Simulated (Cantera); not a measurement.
## Gas activation for diamond growth

An isothermal, constant-pressure homogeneous reactor starts with 2.13 % CH4, 96.6 % H2, 1.26 % N2, at 2548 K and 0.0160 bar.

Cantera simulation using GRI-Mech 3.0 (53 species, 325 reactions); the numbers are that mechanism's predictions, not measurements. GRI-Mech 3.0 stops at C3 and has no aromatics, soot or wall deposition, so with more carbon than oxygen in the feed, carbon stays in small species such as C2H2 where larger ones or solid carbon would form. Radical loss at walls, strong at low pressure, is not modelled.

```csv
t (s),x CH4,x H2,x CH3,x HCN,x C2H6,x CH2,x C2H
2.00e-5,0.0209,0.966,0.000310,1.38e-12,6.01e-9,2.36e-7,<1e-12
5.90e-5,0.0204,0.964,0.000775,1.85e-11,5.85e-8,2.00e-6,2.18e-11
0.000174,0.0191,0.961,0.00199,7.46e-10,3.59e-7,1.57e-5,4.36e-9
0.000514,0.0156,0.952,0.00435,4.00e-8,1.07e-6,8.59e-5,4.86e-7
0.00152,0.00736,0.942,0.00416,9.25e-7,5.36e-7,0.000164,1.11e-5
0.00447,0.00131,0.934,0.00105,4.75e-6,2.36e-8,7.18e-5,3.20e-5
0.0132,0.000186,0.923,0.000195,1.01e-5,5.87e-10,1.87e-5,4.60e-5
0.0389,2.73e-5,0.905,3.94e-5,1.59e-5,1.60e-11,5.28e-6,6.38e-5
0.115,5.71e-6,0.865,1.33e-5,2.57e-5,<1e-12,2.86e-6,0.000101
0.339,1.84e-6,0.802,7.18e-6,6.94e-5,<1e-12,2.61e-6,0.000162
1.00,1.15e-6,0.766,5.64e-6,0.000236,<1e-12,2.58e-6,0.000198
```
x: mole fraction; the columns are a selection and need not sum to one.

Equilibrium at this temperature and pressure: CH4 1.01e-6, H2 0.764, CH3 5.03e-6, HCN 0.00592, C2H6 <1e-12, CH2 2.33e-6, C2H 0.000137 (gas phase only).
